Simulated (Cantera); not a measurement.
Input: 1 mol CaCO3, 1.1 mol CO2, held at 14.0 mbar.

Method: chemical equilibrium by Gibbs-energy minimisation in Cantera with the NASA 1993 tables (ideal gas, pure condensed phases). Candidate condensed phases: C, Ca, CaCO3, CaO; 15 gas species. The numbers say what is thermodynamically allowed, not how fast it happens.

### Question
Which condensed phases are stable at each of these points (T (°C)): 350, 500, 650, 800, 950, 1100, 1250?

### Answer
| T (°C) | condensed phases | Ca condensed (%) |
|---|---|---|
| 350 | CaCO3(calcite) | 100.0 |
| 500 | CaCO3(calcite) | 100.0 |
| 650 | CaCO3(calcite) | 100.0 |
| 800 | CaO(s) | 100.0 |
| 950 | CaO(s) | 100.0 |
| 1100 | CaO(s) | 100.0 |
| 1250 | CaO(s) | 100.0 |

From 350 °C to 650 °C the condensed part is CaCO3(calcite). From 800 °C to 1250 °C the condensed part is CaO(s).
